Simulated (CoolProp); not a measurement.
Acetone along the isobar 6.8 MPa: density (kg/m³) from the reference equation and from simpler models built on Tc = 235.0 °C, pc = 4.692 MPa, ω = 0.307; each cubic takes its own stable root.

Model: reference Helmholtz-energy equation of state, Lemmon 2006, in CoolProp. It is a short technical equation, of lower accuracy than the large ones.

| T (°C) | phase | reference | Redlich-Kwong | Soave-Redlich-Kwong |
|---|---|---|---|---|
| 33.35 | liquid | 782.3 | 593.6 | (withheld) |
| 49.55 | liquid | 764.6 | 579.9 | 600.7 |
| 65.75 | liquid | 746.5 | (withheld) | 587.2 |
| 82.05 | liquid | (withheld) | 550.2 | 572.5 |
| 98.25 | liquid | 708.2 | 534.1 | 556.8 |
| 114.45 | liquid | 687.8 | 517.0 | 539.8 |
| 130.75 | liquid | 666.3 | 498.7 | 521.2 |
| 146.95 | liquid | 643.5 | 479.2 | 500.9 |
| 163.15 | liquid | 619.0 | 458.2 | 478.5 |
| 179.45 | liquid | 592.0 | 435.1 | 453.4 |
| 195.65 | liquid | 562.0 | 409.7 | 424.9 |
| 211.95 | liquid | (withheld) | 380.8 | (withheld) |
| 228.15 | liquid | 484.4 | (withheld) | (withheld) |
| 244.35 | supercritical | 424.8 | 306.2 | (withheld) |
| 260.65 | supercritical | 309.7 | 252.1 | 226.4 |
| 276.85 | supercritical | 192.5 | 192.4 | 167.2 |

Q: What belongs in the gaps?

A: 
- 33.35, Soave-Redlich-Kwong: 613.4
- 65.75, Redlich-Kwong: 565.5
- 82.05, reference: 727.6
- 211.95, reference: 527.0
- 211.95, Soave-Redlich-Kwong: 391.6
- 228.15, Redlich-Kwong: 347.3
- 228.15, Soave-Redlich-Kwong: 351.3
- 244.35, Soave-Redlich-Kwong: 298.9
